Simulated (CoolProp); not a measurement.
Vapour-liquid equilibrium of n-heptane (1) + m-xylene (2) at 194.55 °C; x and y are mole fractions of (1).

The numbers come from the multi-fluid Helmholtz-energy mixture model, Span 2003 and Zhou 2012; pair parameters Bell 2016 in CoolProp.

**Question.** Give the bubble pressure and the first vapour's composition at x = 0.275, 0.425, 0.8. Is there an azeotrope?

**Answer.** x = 0.275: 532.6 kPa, y = 0.461; x = 0.425: 610.3 kPa, y = 0.608; x = 0.8: 793.0 kPa, y = 0.878. No azeotrope shows between x = 0.05 and 0.95.

The pair parameters rest on a limited set of measurements; away from them the model extrapolates.
